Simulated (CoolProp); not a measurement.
trans-2-butene along the isobar 3210 kPa: Z from the reference equation and from simpler models built on Tc = 428.6 K, pc = 4019 kPa, ω = 0.210; each cubic takes its own stable root.

Computed with CoolProp (reference Helmholtz-energy equation of state, Lemmon 2005). It is a short technical equation, of lower accuracy than the large ones.

```json
[
 {"T (K)": "320.2", "phase": "liquid", "reference": "0.1172", "Redlich-Kwong": "0.1336", "Soave-Redlich-Kwong": "0.1294"},
 {"T (K)": "337.3", "phase": "liquid", "reference": "0.1158", "Redlich-Kwong": "0.1332", "Soave-Redlich-Kwong": "0.1287"},
 {"T (K)": "354.3", "phase": "liquid", "reference": "0.1152", "Redlich-Kwong": "0.1343", "Soave-Redlich-Kwong": "0.1295"},
 {"T (K)": "371.4", "phase": "liquid", "reference": "0.1160", "Redlich-Kwong": "0.1375", "Soave-Redlich-Kwong": "0.1324"},
 {"T (K)": "388.5", "phase": "liquid", "reference": "0.1187", "Redlich-Kwong": "0.1444", "Soave-Redlich-Kwong": "0.1388"},
 {"T (K)": "405.5", "phase": "liquid", "reference": "0.1255", "Redlich-Kwong": "0.1600", "Soave-Redlich-Kwong": "0.1533"},
 {"T (K)": "422.6", "phase": "gas", "reference": "0.5825", "Redlich-Kwong": "0.6100", "Soave-Redlich-Kwong": "0.6054"},
 {"T (K)": "439.7", "phase": "gas", "reference": "0.6732", "Redlich-Kwong": "0.6826", "Soave-Redlich-Kwong": "0.6881"},
 {"T (K)": "456.7", "phase": "gas", "reference": "0.7302", "Redlich-Kwong": "0.7317", "Soave-Redlich-Kwong": "0.7424"},
 {"T (K)": "473.8", "phase": "gas", "reference": "[?]", "Redlich-Kwong": "[?]", "Soave-Redlich-Kwong": "[?]"},
 {"T (K)": "490.9", "phase": "gas", "reference": "0.8046", "Redlich-Kwong": "[?]", "Soave-Redlich-Kwong": "[?]"},
 {"T (K)": "507.9", "phase": "gas", "reference": "0.8307", "Redlich-Kwong": "0.8229", "Soave-Redlich-Kwong": "0.8414"},
 {"T (K)": "525", "phase": "gas", "reference": "0.8524", "Redlich-Kwong": "0.8433", "Soave-Redlich-Kwong": "0.8632"}
]
```

Question: Some entries are withheld; supply them.

Answer: 
- 473.8, reference: 0.7721
- 473.8, Redlich-Kwong: 0.7691
- 473.8, Soave-Redlich-Kwong: 0.7832
- 490.9, Redlich-Kwong: 0.7988
- 490.9, Soave-Redlich-Kwong: 0.8154
